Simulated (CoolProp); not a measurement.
Values from CoolProp's reference Helmholtz-energy equation of state, de Reuck 1993.

Question: Give the vapour pressure (kPa), surface tension (mN/m), liquid conductivity (mW/(m K)) of saturated methanol at 386.5, 447.7 K.

Answer: 
| T (K) | p (kPa) | surface tension (mN/m) | liquid conductivity (mW/(m K)) |
|---|---|---|---|
| 386.5 | 530 | 14.3 | 183 |
| 447.7 | 2420 | 7.59 | 172 |

Thermal conductivity comes from a separate model (Sykioti 2013). Surface tension comes from a separate correlation (Mulero 2012).
